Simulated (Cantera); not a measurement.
Predominance diagram of Sr at 1200 K against the partial pressures of O₂ and Cl₂ (log10, bar). Source: NASA polynomial tables (part measured, part estimated), evaluated in Cantera. Candidates: Sr(l), SrCl₂(l), SrO(s). Only these pure phases compete in this equilibrium. Not in the tables: the peroxide, oxide halides.

Task: Which phase is stable at these pairs, and which metal-bearing vapour leads over it? (0, 0); (-8.5, -6.5); (-11.6, -11.4); (-5.3, -11.4); (-7.4, -8.1); (-12.7, -1.6); (-15.9, -11.4)

Result: 
```
log p(O₂)  log p(Cl₂)     phase  chief vapour  log p (bar)
---------  ----------  --------  ------------  -----------
0                   0  SrCl₂(l)         SrCl₂         -5.9
-8.5             -6.5  SrCl₂(l)         SrCl₂         -5.9
-11.6           -11.4  SrCl₂(l)         SrCl₂         -5.9
-5.3            -11.4    SrO(s)         SrCl₂         -7.0
-7.4             -8.1  SrCl₂(l)         SrCl₂         -5.9
-12.7            -1.6  SrCl₂(l)         SrCl₂         -5.9
-15.9           -11.4  SrCl₂(l)         SrCl₂         -5.9
```
